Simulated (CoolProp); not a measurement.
Properties of benzene along the isobar 22.1 bar (Tc = 562.0 K, pc = 49.06 bar, ω = 0.211).

Model: reference Helmholtz-energy equation of state, Thol 2012, in CoolProp.

```csv
T (K),phase,cp (kJ/(kg K)),speed of sound (m/s)
416.9,liquid,2.131,801.4
428.3,liquid,2.178,755.8
439.7,liquid,2.228,709.8
451,liquid,2.282,663.7
462.4,liquid,(withheld),(withheld)
473.7,liquid,2.411,567.3
485.1,liquid,2.494,515.8
496.4,liquid,2.600,461.0
507.8,gas,(withheld),(withheld)
519.1,gas,2.199,185.9
530.5,gas,2.170,193.8
541.8,gas,2.157,(withheld)
553.2,gas,2.153,207.1
```

Problem. Some entries are withheld; supply them.

Solution. 
- 462.4, cp (kJ/(kg K)): 2.342
- 462.4, speed of sound (m/s): 616.1
- 507.8, cp (kJ/(kg K)): 2.254
- 507.8, speed of sound (m/s): 176.7
- 541.8, speed of sound (m/s): 200.8
